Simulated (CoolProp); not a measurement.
Octamethylcyclotetrasiloxane (D4) along the isotherm 515.6 K: fugacity coefficient from the reference equation and from simpler models built on Tc = 586.5 K, pc = 1.347 MPa, ω = 0.598; each cubic takes its own stable root.

Computed with CoolProp (reference Helmholtz-energy equation of state, Thol 2015).

| p (MPa) | phase | reference |
|---|---|---|
| 0.202 | gas | 0.9150 |
| 0.404 | gas | 0.8298 |
| 0.606 | liquid | 0.5858 |
| 0.808 | liquid | 0.4488 |
| 1.01 | liquid | 0.3666 |
| 1.21 | liquid | 0.3124 |
| 1.41 | liquid | 0.2737 |
| 1.62 | liquid | 0.2434 |
| 1.82 | liquid | 0.2212 |
| 2.02 | liquid | 0.2034 |

Question: How far does each simpler model (van der Waals, Soave-Redlich-Kwong) lie from the reference over these 10 states: mean and median of the absolute difference, and the worst?

Answer: 
- van der Waals: mean 56.1 %, median 69.7 %, worst +80.3 % at 515.6 K and 2.02 MPa
- Soave-Redlich-Kwong: mean 3.0 %, median 3.3 %, worst +4.5 % at 515.6 K and 2.02 MPa

At some of these states van der Waals gives the other phase, because its saturation line lies elsewhere.
